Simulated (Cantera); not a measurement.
Cantera with NASA thermochemical tables; ideal gases at 1 bar, condensed phases pure. Values are per mole of reaction as written; species without (g) are pure solids or liquids, kept so even where they would boil at 1 bar. TaC: taken at fixed stoichiometry.

CH4(g) + 3 TaC = 2 C2H2(g) + 3 Ta

```csv
T (K),ΔH° (kJ),ΔS° (J/K),ΔG° (kJ),log10 K
300,___,___,___,___
2775,931.3,202.1,370.5,-6.97
2800,___,___,___,___
2825,930.2,201.7,360.4,-6.66
2850,929.6,201.5,355.3,-6.51
2875,929.0,201.3,350.3,-6.36
2900,___,___,___,___
2925,927.9,200.9,340.3,-6.08
2950,___,___,___,___
2975,926.8,200.5,330.2,-5.80
3000,926.3,200.4,325.2,-5.66
```

Q: Some entries are withheld; supply them.

A: 
- 300, ΔH° (kJ): 963.3
- 300, ΔS° (J/K): 212.8
- 300, ΔG° (kJ): 899.5
- 300, log10 K: -156.61
- 2800, ΔH° (kJ): 930.7
- 2800, ΔS° (J/K): 201.9
- 2800, ΔG° (kJ): 365.4
- 2800, log10 K: -6.82
- 2900, ΔH° (kJ): 928.5
- 2900, ΔS° (J/K): 201.1
- 2900, ΔG° (kJ): 345.3
- 2900, log10 K: -6.22
- 2950, ΔH° (kJ): 927.4
- 2950, ΔS° (J/K): 200.7
- 2950, ΔG° (kJ): 335.2
- 2950, log10 K: -5.94
